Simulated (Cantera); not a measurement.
A perfectly stirred reactor is fed with C₂H₆ : N₂ = 1 : 46 (molar parts), at 2100 Pa; it is held at 1900 K, and followed from long to short residence time.

Computed with Cantera and GRI-Mech 3.0 (53 species, 325 reactions). GRI-Mech 3.0 stops at C3 and has no aromatics, soot or wall deposition, so with more carbon than oxygen in the feed, carbon stays in small species such as C2H2 where larger ones or solid carbon would form. Radical loss at walls, strong at low pressure, is not modelled.

Task: What does this change do: temperature 1900 to 1573 K?

Result: 
```json
[
 {"quantity": "x(C₂H₆) at τ = 0.390 s", "before": "5.51e-6", "after": "8.48e-5"},
 {"quantity": "x(H₂) at τ = 0.390 s", "before": "0.0388", "after": "0.0352"},
 {"quantity": "x(CH₃) at τ = 0.390 s", "before": "0.000374", "after": "0.000432"},
 {"quantity": "x(CH₄) at τ = 0.390 s", "before": "0.000816", "after": "0.00306"},
 {"quantity": "x(C₂H) at τ = 0.390 s", "before": "5.76e-6", "after": "3.61e-7"},
 {"quantity": "x(C₂H₆) at τ = 41.0 ms", "before": "4.98e-5", "after": "0.000673"},
 {"quantity": "x(H₂) at τ = 41.0 ms", "before": "0.0358", "after": "0.0283"},
 {"quantity": "x(CH₃) at τ = 41.0 ms", "before": "0.00118", "after": "0.00122"},
 {"quantity": "x(CH₄) at τ = 41.0 ms", "before": "0.00201", "after": "0.00517"},
 {"quantity": "x(C₂H) at τ = 41.0 ms", "before": "6.86e-6", "after": "4.22e-7"}
]
```
